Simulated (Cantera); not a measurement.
## Equilibrium for hydrogen reduction and annealing atmospheres: NiS + H₂

Input: 1 mol NiS, 0.31 mol H₂, held at 1 atm.

Cantera equilibrium calculation (NASA polynomials, part measured and part estimated; ideal gas, pure solids and liquids). Candidate condensed phases: Ni, NiS, NiS₂, Ni₃S₂, Ni₃S₄, S; 9 gas species. Gases not in the tables: S₃ to S₇. Equilibrium is a limit: real reactors are often held back by kinetics, nucleation or transport.

From 650 K to 950 K the condensed part is NiS(s) + Ni₃S₂(s). From 1100 K to 1700 K the condensed part is Ni₃S₂(l).

```tsv
T (K)	log p H₂S	log p H₂	log p S₂	log p SH	log p S	log p H	log p NiS	log p Ni	n NiS(s)	n Ni₃S₂(s)	n Ni₃S₂(l)
650	-0.19	-0.43	-8.80	-9.80	<-11	<-11	<-11	<-11	0.411	0.196	0
800	-0.19	-0.44	-6.09	-7.33	<-11	-11.76	<-11	<-11	0.403	0.199	0
950	-0.07	-0.79	-3.33	-5.35	-10.42	-9.65	<-11	<-11	0.219	0.260	0
1100	-0.06	-1.18	-1.16	-3.90	-7.72	-8.18	-11.41	<-11	0	0	0.333
1250	-0.12	-0.83	-0.97	-3.21	-6.38	-6.73	-9.29	<-11	0	0	0.333
1400	-0.22	-0.60	-0.80	-2.68	-5.33	-5.61	-7.64	-9.91	0	0	0.333
1550	-0.34	-0.46	-0.69	-2.28	-4.49	-4.73	-6.33	-8.15	0	0	0.333
1700	-0.48	-0.36	-0.62	-1.98	-3.81	-4.01	-5.27	-6.71	0	0	0.333
```
log p: log10 of the partial pressure in bar; n: condensed amount in mol.
